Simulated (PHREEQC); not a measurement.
CaCl2 is added in steps, without added water, to 1 kg of water holding 1.5 mmol/kgw TMAH, 0.012 mmol/kgw H4SiO4 and 0.87 mmol/kgw Na2CO3, at 20 °C. O2 is buffered at 0.21 atm. CO2 from the air is kept out. The run lets Calcite, Portlandite, SiO2(a), Halite, Nahcolite, Natron precipitate or redissolve, and no other solid.

Base run: PHREEQC, ion-association model, wateq4f.dat. Each further column changes one thing. The table gives Ca in solution (mol/kgw).

```csv
CaCl2 added (mol),base,database phreeqc.dat,Davies equation for every ion,all activity coefficients set to 1,Debye-Hückel limiting law
0,0,0,0,0,0
8.156e-05,1.40e-5,1.40e-5,1.41e-5,1.06e-5,1.44e-5
0.0001631,1.49e-5,1.49e-5,1.50e-5,1.12e-5,1.54e-5
0.0002447,1.60e-5,1.61e-5,1.62e-5,1.19e-5,1.66e-5
0.0003262,1.75e-5,1.75e-5,1.77e-5,1.29e-5,1.82e-5
0.0004078,1.95e-5,1.95e-5,1.97e-5,1.42e-5,2.03e-5
0.0004622,2.12e-5,2.12e-5,2.14e-5,1.53e-5,2.20e-5
0.0005437,2.47e-5,2.48e-5,2.49e-5,1.76e-5,2.57e-5
0.0006253,3.01e-5,3.02e-5,3.04e-5,2.13e-5,3.13e-5
0.0007069,3.92e-5,3.92e-5,3.95e-5,2.77e-5,4.07e-5
0.0007884,5.58e-5,5.58e-5,5.62e-5,4.08e-5,5.77e-5
0.00087,8.71e-5,8.71e-5,8.75e-5,6.97e-5,8.92e-5
```

(CH3)4N+ isn't in the database: it is added as a free cation with an ion size of 4 Å. phreeqc.dat and wateq4f.dat share most of their constants, so their agreement is no independent check. Solids allowed in the column 'database phreeqc.dat': Calcite, Quartz, Halite.
